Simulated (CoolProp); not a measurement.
Saturated liquid density (kg/m³) of ammonia: the reference equation beside estimates from Tc = 405.6 K, pc = 11360 kPa, ω = 0.256. Rackett uses Z = 0.29056 − 0.08775 ω.

Values from CoolProp's reference Helmholtz-energy equation of state, Gao 2020.

| T (K) | reference | Rackett | van der Waals | Peng-Robinson |
|---|---|---|---|---|
| 281.4 | 627.2 | 547.2 | 329.3 | 562.8 |
| 292.2 | 611.8 | 534.2 | 321.6 | 548.5 |
| 303.1 | 595.4 | 520.4 | 313.4 | 532.8 |
| 313.9 | 578.4 | 506.2 | 304.8 | 515.9 |
| 324.8 | 560.2 | 490.9 | 295.5 | 497.2 |
| 335.6 | 540.8 | 474.8 | 285.6 | 476.8 |
| 346.5 | 519.6 | 457.3 | 274.7 | 453.9 |
| 357.3 | 496.5 | 438.2 | 262.9 | 428.4 |
| 368.2 | 470.2 | 416.6 | 249.5 | 398.8 |
| 379 | 439.4 | 391.6 | 234.1 | 364.4 |

Absolute difference from the reference over all 10 rows, mean and median: Rackett 12.1 and 12.3 %, van der Waals 47.2 and 47.2 %, Peng-Robinson 12.4 and 11.5 %.
